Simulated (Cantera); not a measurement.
Feed: 1 mol CuO, 2.4 mol C, 0.39 mol N2, at 0.000160 bar.

Equilibrium computed with Cantera from the NASA thermochemical tables; the gas is ideal and each condensed phase is pure. Candidate condensed phases: C, Cu, CuO, Cu2O; 27 gas species. The numbers say what is thermodynamically allowed, not how fast it happens.

x: gas mole fraction; n: condensed amount in mol.

```
T (K)   x CO      x Cu   x N2     x CO2     x Cu2      x CN      x C3  n C(graphite)  n Cu(s)  n Cu(l)
-----  -----  --------  -----  --------  --------  --------  --------  -------------  -------  -------
873    0.718  2.83e-10  0.281  0.000937    <1e-12    <1e-12    <1e-12           1.40     1.00        0
1023   0.719   2.40e-7  0.281   2.96e-5    <1e-12    <1e-12    <1e-12           1.40     1.00        0
1173   0.719         ?  0.281         ?         ?    <1e-12    <1e-12           1.40    1.000        0
1323   0.718   0.00168  0.280   3.26e-7   1.72e-7  3.49e-11    <1e-12           1.40    0.998        0
1473   0.696    0.0323  0.271   6.56e-8   1.06e-5   1.97e-9    <1e-12           1.40        0    0.954
1623   0.470     0.347  0.183   8.61e-9  0.000282   4.37e-8  1.75e-12           1.40        0    0.260
1773   0.418     0.418  0.163   2.47e-9  0.000121   6.34e-7  3.10e-10           1.40        0        0
1923   0.418     0.418  0.163         ?         ?         ?         ?           1.40        0        0
2073   0.418     0.418  0.163  5.12e-10   1.78e-5   4.52e-5   9.80e-7           1.40        0        0
2223   0.418     0.418  0.163  2.77e-10   8.22e-6  0.000246   2.39e-5           1.40        0        0
```

**Question.** Complete the blanks.

**Answer.** 
- 1173, x Cu: 3.57e-5
- 1173, x CO2: 2.31e-6
- 1173, x Cu2: 7.36e-10
- 1923, x CO2: 1.05e-9
- 1923, x Cu2: 4.30e-5
- 1923, x CN: 6.34e-6
- 1923, x C3: 2.40e-8
